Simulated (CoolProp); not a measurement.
Aqueous potassium formate as a coolant, 33 % by mass, freezing at -24.8 °C, 1 atm.

The numbers come from the Melinder's fits for secondary coolants in CoolProp.

| T (°C) | Prandtl number | viscosity (mPa s) | cp (kJ/(kg K)) | conductivity (W/(m K)) |
|---|---|---|---|---|
| -15.3 | 28.2 | 4.62 | 2.995 | 0.492 |
| -5.1 | 19.5 | 3.26 | 3.014 | 0.504 |
| 5 | 14.4 | 2.46 | 3.031 | 0.516 |
| 15.2 | 11.1 | 1.93 | 3.049 | 0.529 |
| 25.4 | 8.95 | 1.58 | 3.067 | 0.541 |
| 35.6 | 7.37 | 1.32 | 3.086 | 0.553 |
